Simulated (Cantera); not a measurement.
An isothermal, constant-pressure homogeneous reactor starts with 100 % N2O, at 1623 K and 90.0 Torr.

Detailed kinetics in Cantera: GRI-Mech 3.0 (53 species, 325 reactions). GRI-Mech 3.0 was tuned for natural gas; its chemistry of N2O as a main component is partial and can be far from experiment. The temperature is held fixed by assumption; the heat of reaction is taken as removed at once.

One state of this run: x N2O = 1.25e-5; x NO2 = 0.000273; x O2 = 0.234; x NO = 0.198; x O = 2.70e-5; x N2 = 0.568. x: mole fraction; the columns are a selection and need not sum to one.

**Question.** Which value of t (s) does it belong to?
A. 0.00200
B. 0.200
C. 2.00
D. 63.2

**Answer.** C, 2.00
